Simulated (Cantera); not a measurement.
Input: 1 mol Si3H8, 1.8 mol HCl, 35 mol N2, 0.029 mol Cl2, at 1600 K and 13.3 mbar.

Cantera equilibrium calculation (NASA polynomials, part measured and part estimated; ideal gas, pure solids and liquids). Candidate condensed phases: NH4Cl, Si, Si3N4; 28 gas species. The feed counts by its element totals alone. The tables' values for SiCl3 are old estimates; treat these amounts as uncertain. Equilibrium is a limit: real reactors are often held back by kinetics, nucleation or transport.

Base state: N2 0.850, H2 0.106, HCl 0.0388, SiCl2 0.00432, H 0.000154, SiCl3 8.09e-5, Cl 4.43e-5 (mole fractions); condensed: Si3N4(s).

**Question.** What changes in the equilibrium state with this change: Cl2 from 0.029 to 0.79 mol?

**Answer.** 
```
species         before     after
-------------  -------  --------
N2               0.850     0.835
H2               0.106    0.0929
HCl             0.0388    0.0597
SiCl2          0.00432    0.0119
SiCl4          3.73e-6   2.78e-5
SiCl3          8.09e-5  0.000366
Cl             4.43e-5   7.29e-5
Si3N4(s), mol    0.943     0.837
```

**Question.** What changes in the equilibrium state with this change: pressure from 13.3 mbar to 1.00 bar?

**Answer.** 
| species | before | after |
|---|---|---|
| N2 | 0.850 | 0.850 |
| H2 | 0.106 | 0.103 |
| HCl | 0.0388 | 0.0467 |
| SiCl2 | 0.00432 | 0.000365 |
| SiCl4 | 3.73e-6 | 3.55e-5 |
| H | 0.000154 | 1.74e-5 |
| Si3N4(s), mol | 0.943 | 0.994 |
